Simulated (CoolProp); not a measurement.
R113 at several states: fugacity coefficient from the reference equation and from simpler models built on Tc = 214.1 °C, pc = 3392 kPa, ω = 0.253; each cubic takes its own stable root.

Model: reference Helmholtz-energy equation of state, Marx 1992, in CoolProp.

| T (°C) | p (kPa) | phase | reference | van der Waals | Peng-Robinson |
|---|---|---|---|---|---|
| 66.05 | 23.2 | gas | 0.9926 | 0.9953 | 0.9926 |
| 218.25 | 376 | gas | 0.9640 | (withheld) | 0.9595 |
| 100.55 | 528 | liquid | 0.7535 | (withheld) | 0.7478 |
| 43.75 | 18400 | liquid | 0.01085 | 0.08137 | 0.01040 |
| 190.45 | 428 | gas | (withheld) | 0.9579 | 0.9449 |
| 199.95 | 12.8 | gas | 0.9986 | 0.9988 | 0.9984 |

Q: Complete the blanks.

A: 
- 218.25, van der Waals: 0.9679
- 100.55, van der Waals: 0.9139
- 190.45, reference: 0.9504

At some of these states van der Waals gives the other phase, because its saturation line lies elsewhere.
